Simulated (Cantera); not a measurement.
Cantera run, input and output.

```python
import numpy as np
import cantera as ct

gas = ct.Solution("gri30.yaml")
gas.TPX = 1000, 170000, {'C3H8': 1, 'H2': 1.8}
reactor = ct.IdealGasConstPressureReactor(gas, energy="off", clone=False)
net = ct.ReactorNet([reactor])
net.rtol, net.atol = 1e-08, 1e-18
show = ['C3H8', 'H2', 'C2H6', 'H', 'CH2']
times = np.geomspace(0.0003, 1, 12)

steps = ct.SolutionArray(gas, extra=["t"])
rows = []
print(f"{'t/s':>10s}{'T/K':>9s}{'P/Pa':>11s}" + "".join(f"{s:>11s}" for s in show))
for t in times:
    while net.time < t:
        t_next = net.step()
        steps.append(gas.state, t=t_next)
    rows.append([np.interp(t, steps.t, y) for y in (steps.T, steps.P, *steps(*show).X.T)])
    print(f"{t:10.3e}{rows[-1][0]:9.1f}{rows[-1][1]:11.4g}" + "".join(f"{x:11.3e}" for x in rows[-1][2:]))
rate = np.gradient(steps.T, steps.t)
print("integrator steps:", len(steps.t))
if steps.T.max() > steps.T[0] + 200:
    print(f"time of steepest temperature rise: {steps.t[rate.argmax()]:.4e} s")
gas.TPX = 1000, 170000, {'C3H8': 1, 'H2': 1.8}
gas.equilibrate("TP")
print(f"equilibrium (TP): T = {gas.T:.1f} K  " + "  ".join(f"{s} {gas[s].X[0]:.3e}" for s in show))
```

Output:

```
       t/s      T/K       P/Pa       C3H8         H2       C2H6          H        CH2
 3.000e-04   1000.0    1.7e+05  3.571e-01  6.428e-01  4.597e-07  1.203e-08  7.421e-14
 6.272e-04   1000.0    1.7e+05  3.570e-01  6.428e-01  1.129e-06  2.265e-08  2.712e-13
 1.311e-03   1000.0    1.7e+05  3.566e-01  6.426e-01  3.131e-06  3.338e-08  5.940e-13
 2.741e-03   1000.0    1.7e+05  3.557e-01  6.422e-01  8.685e-06  3.668e-08  7.141e-13
 5.730e-03   1000.0    1.7e+05  3.536e-01  6.412e-01  2.273e-05  3.673e-08  7.070e-13
 1.198e-02   1000.0    1.7e+05  3.493e-01  6.392e-01  6.110e-05  3.657e-08  6.819e-13
 2.504e-02   1000.0    1.7e+05  3.408e-01  6.351e-01  1.787e-04  3.622e-08  6.335e-13
 5.235e-02   1000.0    1.7e+05  3.240e-01  6.270e-01  5.732e-04  3.554e-08  5.470e-13
 1.094e-01   1000.0    1.7e+05  2.932e-01  6.118e-01  1.932e-03  3.423e-08  4.137e-13
 2.288e-01   1000.0    1.7e+05  2.429e-01  5.858e-01  6.363e-03  3.192e-08  2.522e-13
 4.783e-01   1000.0    1.7e+05  1.743e-01  5.468e-01  1.891e-02  2.837e-08  1.143e-13
 1.000e+00   1000.0    1.7e+05  1.009e-01  4.969e-01  4.745e-02  2.376e-08  3.767e-14
integrator steps: 611
equilibrium (TP): T = 1000.0 K  C3H8 1.150e-04  H2 2.781e-02  C2H6 5.397e-03  H 2.922e-10  CH2 5.194e-16
```

Computed with Cantera and GRI-Mech 3.0 (53 species, 325 reactions). GRI-Mech 3.0 was tuned for natural gas; its chemistry of propane as a main component is partial and can be far from experiment. GRI-Mech 3.0 stops at C3 and has no aromatics, soot or wall deposition, so with more carbon than oxygen in the feed, carbon stays in small species such as C2H2 where larger ones or solid carbon would form.
